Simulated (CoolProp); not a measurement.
Propylene along the isotherm 209.1 K: density (kg/m³) from the reference equation and from simpler models built on Tc = 364.2 K, pc = 4.555 MPa, ω = 0.146; each cubic takes its own stable root.

Values from CoolProp's reference Helmholtz-energy equation of state, Lemmon 2013.

| p (MPa) | phase | reference |
|---|---|---|
| 1.63 | liquid | 631.5 |
| 3.25 | liquid | 633.0 |
| 4.88 | liquid | 634.5 |
| 6.51 | liquid | 635.9 |
| 8.13 | liquid | 637.3 |
| 9.76 | liquid | 638.7 |
| 11.4 | liquid | 640.1 |
| 13 | liquid | 641.4 |
| 14.6 | liquid | 642.7 |
| 16.3 | liquid | 644.0 |
| 17.9 | liquid | 645.2 |
| 19.5 | liquid | 646.5 |
| 21.1 | liquid | 647.7 |
| 22.8 | liquid | 648.9 |

How far does each simpler model (Redlich-Kwong, Soave-Redlich-Kwong) lie from the reference over these 14 states: mean and median of the absolute difference, and the worst?


- Redlich-Kwong: mean 6.4 %, median 6.3 %, worst -6.9 % at 209.1 K and 1.63 MPa
- Soave-Redlich-Kwong: mean 5.6 %, median 5.6 %, worst -5.9 % at 209.1 K and 1.63 MPa
